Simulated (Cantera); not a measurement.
Cantera with NASA thermochemical tables; ideal gases at 1 bar, condensed phases pure. Values are per mole of reaction as written; species without (g) are pure solids or liquids, kept so even where they would boil at 1 bar.

Question: Between 1048 and 1248 K, where is each reaction favourable under standard conditions?
- V2O4 + N2(g) → 2 NO2(g) + 2 V
- N2(g) + 8 VO2(g) → 4 V2O3 + 2 NO2(g)

Answer: 
- V2O4 + N2(g) → 2 NO2(g) + 2 V: ΔG° is 1276 kJ at 1048 K and 1241 kJ at 1248 K; it stays positive (K < 1). ΔH° is 1459 kJ and ΔS° 175 J/K at 1248 K.
- N2(g) + 8 VO2(g) → 4 V2O3 + 2 NO2(g): ΔG° is -1517 kJ at 1048 K and -1271 kJ at 1248 K; it stays negative (K > 1). ΔH° is -2789 kJ and ΔS° -1217 J/K at 1248 K.
